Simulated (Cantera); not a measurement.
What does this Cantera script print?

```python
import numpy as np
import cantera as ct

gas_names = """
    CL CL2 H HCL H2 Si SiCL SiCL2 SiCL3 SiCL4 SiH SiHCL3 SiH2 SiH2CL2 SiH3 SiH3CL SiH4 Si2 Si3
""".split()
cond_names = """
    Si(cr) Si(L)
""".split()


def load(file, names, dense=False):
    # The tables refer to 1 bar. Condensed volumes are neglected.
    table = {s.name: s for s in ct.Species.list_from_file(file)}
    out = []
    for n in names:
        d = dict(table[n].input_data)
        d["thermo"] = dict(d["thermo"], **{"reference-pressure": 1e5})
        if dense:
            d["equation-of-state"] = {"model": "constant-volume", "density": "1e6 g/cm^3"}
        out.append(ct.Species.from_dict(d))
    return out


gas = ct.Solution(thermo="ideal-gas", species=load("nasa_gas.yaml", gas_names))
cond = {s.name: ct.Solution(thermo="fixed-stoichiometry", species=[s], name=s.name)
        for s in load("nasa_condensed.yaml", cond_names, dense=True)}
atoms = {
    'Si': {'Si': 1},
    'HCl': {'H': 1, 'CL': 1},
    'H2': {'H': 2},
}
top_T = {}  # K; cautious upper limits of use, not melting points


def equilibrate(T, P, feed):
    n = {}
    for name, mol in feed.items():
        for a, k in atoms[name].items():
            n[a] = n.get(a, 0.0) + k * mol
    gas.TPX = T, P, n
    mass = sum(n.values()) * gas.mean_molecular_weight
    gas.equilibrate("TP")
    valid = [c for c in cond.values() if c.min_temp <= T <= top_T.get(c.name, c.max_temp)]
    mix = ct.Mixture([(gas, mass / gas.mean_molecular_weight)] + [(c, 0.0) for c in valid])
    mix.T, mix.P = T, P
    mix.equilibrate("TP", solver="vcs", rtol=1e-11, max_steps=5000)
    return mix


results = []
feed = {'Si': 1, 'HCl': 1.7, 'H2': 3}  # mol
T = 848  # K
P = 41000  # Pa
mix = equilibrate(T, P, feed)
results.append((T, P, feed, dict(zip(mix.species_names, mix.species_moles))))
print(gas.report(threshold=0.0001))
for i in range(1, mix.n_phases):
    print(f"{mix.phase(i).name:16s} {mix.phase_moles(i):12.5e} mol")
```

Result:

```
       temperature   848 K
          pressure   41000 Pa
           density   0.11126 kg/m^3
  mean mol. weight   19.133 kg/kmol
   phase of matter   gas

                          1 kg             1 kmol
                     ---------------   ---------------
          enthalpy       -2.4056e+06       -4.6026e+07  J
   internal energy       -2.7741e+06       -5.3076e+07  J
           entropy             10524        2.0135e+05  J/K
    Gibbs function        -1.133e+07       -2.1677e+08  J
 heat capacity c_p            1973.4             37756  J/K
 heat capacity c_v            1538.8             29442  J/K

                      mass frac. Y      mole frac. X     chem. pot. / RT
                     ---------------   ---------------   ---------------
               HCL         0.0054276         0.0028484           -43.723
                H2           0.09353           0.88765           -18.122
             SiCL3        0.00072774        0.00010357           -107.33
             SiCL4           0.63562          0.071586           -141.99
            SiHCL3           0.25612           0.03618           -116.39
           SiH2CL2         0.0084625         0.0016031           -90.786
     [  +13 minor]        0.00011472        2.7749e-05

Si(cr)            5.36117e-01 mol
```

Cantera equilibrium calculation (NASA polynomials, part measured and part estimated; ideal gas, pure solids and liquids). The tables' values for SiCl3 are old estimates; treat these amounts as uncertain.
